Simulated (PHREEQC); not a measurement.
A solution holds 0.0061 mol/kgw KOH, 0.00023 mol/kgw K2SO4 and 0.23 mol/kgw KH2PO4, at 50 °C. Closed to the air; pH follows from the charge balance.

Computed with PHREEQC (ion-association model, phreeqc.dat).

No solid was allowed to form.

Question: What pH, activity of water, ionic strength does the model give?

Answer: pH 5.12; activity of water 0.992; ionic strength 0.242 mol/kgw.

Question: In which forms is P present?

Answer: H2PO4- 97 %, HPO4-2 2.5 % of the P.

Species that the database lacks are ignored. At this temperature some constants are extrapolated from 25 °C, and those without enthalpy data are left unchanged.
